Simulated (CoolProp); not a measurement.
Vapour pressure (MPa) of R236FA: the reference equation beside estimates from Tc = 398.1 K, pc = 3.191 MPa, ω = 0.377. Clausius-Clapeyron is anchored at 339 K with a constant enthalpy of vaporisation of 17.97 kJ/mol.

Computed with CoolProp (reference Helmholtz-energy equation of state, Pan 2012).

| T (K) | reference | Lee-Kesler | Clausius-Clapeyron | van der Waals | Redlich-Kwong | Soave-Redlich-Kwong | Peng-Robinson |
|---|---|---|---|---|---|---|---|
| 316.5 | 0.4821 | 0.4847 | 0.5633 | 1.189 | 0.7510 | 0.4869 | 0.4810 |
| 324 | 0.5966 | 0.5999 | 0.6598 | 1.324 | 0.8861 | 0.6039 | 0.5961 |
| 331.5 | 0.7307 | 0.7345 | 0.7673 | 1.469 | 1.037 | 0.7410 | ? |
| 339 | 0.8864 | 0.8905 | 0.8864 | 1.623 | 1.205 | 0.9002 | 0.8882 |
| 346.5 | 1.066 | 1.070 | 1.018 | 1.787 | 1.389 | 1.084 | 1.070 |
| 354 | 1.272 | 1.276 | 1.161 | 1.961 | 1.593 | 1.294 | 1.278 |
| 361.6 | 1.510 | 1.514 | 1.320 | 2.148 | 1.818 | 1.536 | 1.519 |
| 369.1 | 1.777 | 1.781 | 1.491 | 2.342 | 2.059 | 1.807 | 1.789 |
| 376.6 | 2.080 | 2.084 | 1.675 | 2.547 | 2.322 | 2.111 | 2.095 |
| 384.1 | 2.422 | 2.427 | 1.874 | ? | 2.605 | 2.451 | ? |
| 391.6 | ? | 2.815 | ? | 2.987 | 2.910 | 2.831 | 2.823 |

### Question
Fill in the missing entries.

### Answer

- 331.5, Peng-Robinson: 0.7311
- 384.1, van der Waals: 2.762
- 384.1, Peng-Robinson: 2.438
- 391.6, reference: 2.811
- 391.6, Clausius-Clapeyron: 2.087

Absolute difference from the reference over all 11 rows, mean and median: Lee-Kesler 0.3 and 0.3 %, Clausius-Clapeyron 12.9 and 12.6 %, van der Waals 62.8 and 54.2 %, Redlich-Kwong 27.0 and 25.2 %, Soave-Redlich-Kwong 1.4 and 1.5 %, Peng-Robinson 0.4 and 0.4 %.
